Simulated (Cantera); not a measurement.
A freely propagating, adiabatic, planar premixed flame of H2 : O2 : N2 = 1 : 0.575 : 2.16 (molar parts), equivalence ratio 0.87, unburnt at 675 K and 1000000 Pa; mixture-averaged transport, grid criteria slope 0.08 and curve 0.16, no radiation.

Cantera simulation using the H2/O2 subset of GRI-Mech 3.0, which has no nitrogen chemistry; the numbers are that mechanism's predictions, not measurements. The hydrogen kinetics of GRI-Mech 3.0 are dated; newer H2 mechanisms differ, most at raised pressure. Burning velocities carry a grid error of a few per cent, more on coarse grids.

What does this change do: N2 2.16 to 1.6 parts?


```json
[
 {"quantity": "laminar burning velocity", "before": "634 cm/s", "after": "939 cm/s"},
 {"quantity": "thermal thickness", "before": "0.0261 mm", "after": "0.0233 mm"},
 {"quantity": "peak x(H2O2)", "before": "0.000130", "after": "0.000127"},
 {"quantity": "peak x(O)", "before": "0.00732", "after": "0.0117"},
 {"quantity": "peak x(OH)", "before": "0.0174", "after": "0.0271"}
]
```
